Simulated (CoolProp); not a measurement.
Vapour-liquid equilibrium of n-hexane (1) + hexamethyldisiloxane (MM) (2) at 292.4 K; x and y are mole fractions of (1).

Values from CoolProp's multi-fluid Helmholtz-energy mixture model, Thol 2019 and Thol 2016; pair parameters Bell 2016.

| x | bubble pressure (bar) | y at the bubble point | dew pressure at overall composition x (bar) | liquid density (mol/L) |
|---|---|---|---|---|
| 0.05 | 0.04632 | 0.151 | 0.04289 | 4.814 |
| 0.125 | 0.05350 | 0.321 | 0.04539 | 4.970 |
| 0.2 | 0.06058 | 0.450 | 0.04820 | 5.135 |
| 0.275 | 0.06779 | 0.555 | 0.05136 | 5.310 |
| 0.35 | 0.07526 | 0.641 | 0.05495 | 5.494 |
| 0.425 | 0.08312 | 0.715 | 0.05905 | 5.690 |
| 0.5 | 0.09144 | 0.777 | 0.06381 | 5.897 |
| 0.575 | 0.1003 | 0.831 | 0.06941 | 6.117 |
| 0.65 | 0.1096 | 0.876 | 0.07611 | 6.350 |
| 0.725 | 0.1193 | 0.914 | 0.08437 | 6.598 |
| 0.8 | 0.1294 | 0.945 | 0.09495 | 6.863 |
| 0.875 | 0.1396 | 0.970 | 0.1094 | 7.145 |
| 0.95 | 0.1497 | 0.989 | 0.1313 | 7.446 |

No azeotrope shows between x = 0.05 and 0.95.

The pair parameters rest on a limited set of measurements; away from them the model extrapolates.
